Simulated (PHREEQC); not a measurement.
Make-up at 25 °C: 0.315 mol/kgw CsOH, 0.00048 mol/kgw CdSO4 and 0.001 mol/kgw KH2PO4. Closed to the air; pH follows from the charge balance.

Equilibrium calculation in PHREEQC: ion-association model, wateq4f.dat.

This is a speciation only: nothing precipitates in the calculation.

Task: Estimate the pH.

Result: pH 13.32.

Task: In which forms is Cd present?

Result: Cd(OH)3- 57 %, Cd(OH)4-2 27 %, Cd(OH)2 17 % of the Cd.

Examples of supersaturated solids here: Cd(OH)2. Others may be too. H3PO4, which wateq4f.dat lacks, is added to it with the constant of phreeqc.dat. The database has no phosphate complexes of Cd.
